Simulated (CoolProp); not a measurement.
Vapour-liquid equilibrium of ethylene (1) + n-butane (2) at 0.0256 MPa; x and y are mole fractions of (1).

Model: multi-fluid Helmholtz-energy mixture model, Smukala 2000 and Bücker 2006; pair parameters Bell 2016, in CoolProp.

```json
[
 {"x": "0.05", "bubble temperature, mixture model (K)": "192.8", "bubble temperature, Raoult's law (K)": "200.9", "y, mixture model": "0.959", "y, Raoult's law": "0.923"},
 {"x": "0.125", "bubble temperature, mixture model (K)": "177.2", "bubble temperature, Raoult's law (K)": "182.1", "y, mixture model": "0.991", "y, Raoult's law": "0.986"},
 {"x": "0.2", "bubble temperature, mixture model (K)": "171.3", "bubble temperature, Raoult's law (K)": "173.4", "y, mixture model": "0.995", "y, Raoult's law": "0.995"},
 {"x": "0.275", "bubble temperature, mixture model (K)": "167.7", "bubble temperature, Raoult's law (K)": "167.9", "y, mixture model": "0.997", "y, Raoult's law": "0.997"},
 {"x": "0.35", "bubble temperature, mixture model (K)": "164.9", "bubble temperature, Raoult's law (K)": "164.0", "y, mixture model": "0.998", "y, Raoult's law": "0.999"},
 {"x": "0.425", "bubble temperature, mixture model (K)": "162.4", "bubble temperature, Raoult's law (K)": "161.0", "y, mixture model": "0.999", "y, Raoult's law": "0.999"},
 {"x": "0.5", "bubble temperature, mixture model (K)": "160.2", "bubble temperature, Raoult's law (K)": "158.6", "y, mixture model": "0.999", "y, Raoult's law": "0.999"},
 {"x": "0.575", "bubble temperature, mixture model (K)": "158.1", "bubble temperature, Raoult's law (K)": "156.6", "y, mixture model": "0.999", "y, Raoult's law": "1.000"},
 {"x": "0.65", "bubble temperature, mixture model (K)": "156.1", "bubble temperature, Raoult's law (K)": "154.9", "y, mixture model": "1.000", "y, Raoult's law": "1.000"},
 {"x": "0.725", "bubble temperature, mixture model (K)": "154.2", "bubble temperature, Raoult's law (K)": "153.4", "y, mixture model": "1.000", "y, Raoult's law": "1.000"},
 {"x": "0.8", "bubble temperature, mixture model (K)": "152.5", "bubble temperature, Raoult's law (K)": "152.0", "y, mixture model": "1.000", "y, Raoult's law": "1.000"},
 {"x": "0.875", "bubble temperature, mixture model (K)": "151.1", "bubble temperature, Raoult's law (K)": "150.9", "y, mixture model": "1.000", "y, Raoult's law": "1.000"},
 {"x": "0.95", "bubble temperature, mixture model (K)": "149.8", "bubble temperature, Raoult's law (K)": "149.8", "y, mixture model": "1.000", "y, Raoult's law": "1.000"}
]
```

The largest gap from Raoult's law is -8.1 K in bubble temperature, at x = 0.05. No azeotrope shows between x = 0.05 and 0.95.

The pair parameters rest on a limited set of measurements; away from them the model extrapolates. The gap from Raoult's law changes sign with composition, which may be real or a fault of the pair parameters; it wasn't checked against measurements.
